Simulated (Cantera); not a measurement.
A perfectly stirred reactor is fed with 3.76 % C2H6, 8.24 % O2, 70.0 % N2, 18.1 % H2O, at 2.60 bar; it is adiabatic with a 675 K inlet, and is followed from long to short residence time, starting on the burning branch (τ in s: 0.31, 0.11, 0.038, 0.013, 0.0045, 0.0016, 0.00054, 0.00019, 6.5e-05, 2.3e-05, 7.9e-06).

Detailed kinetics in Cantera: GRI-Mech 3.0 (53 species, 325 reactions).

Task: Predict: blow-out, bracketed by the residence times tried; x(C2H6) at τ = 0.310 s; x(O2) at τ = 0.310 s; x(H2O) at τ = 0.310 s; x(N2O) at τ = 0.310 s; x(CO2) at τ = 0.310 s; x(C2H6) at τ = 1.60 ms; x(O2) at τ = 1.60 ms; x(H2O) at τ = 1.60 ms.

Result: 
| Item | Result |
|---|---|
| blow-out, bracketed by the residence times tried | burning at 13.0 ms, out at 4.50 ms |
| x(C2H6) at τ = 0.310 s | 6.66e-5 |
| x(O2) at τ = 0.310 s | 0.00123 |
| x(H2O) at τ = 0.310 s | 0.230 |
| x(N2O) at τ = 0.310 s | 4.79e-9 |
| x(CO2) at τ = 0.310 s | 0.0370 |
| x(C2H6) at τ = 1.60 ms | 0.0376 |
| x(O2) at τ = 1.60 ms | 0.0824 |
| x(H2O) at τ = 1.60 ms | 0.181 |
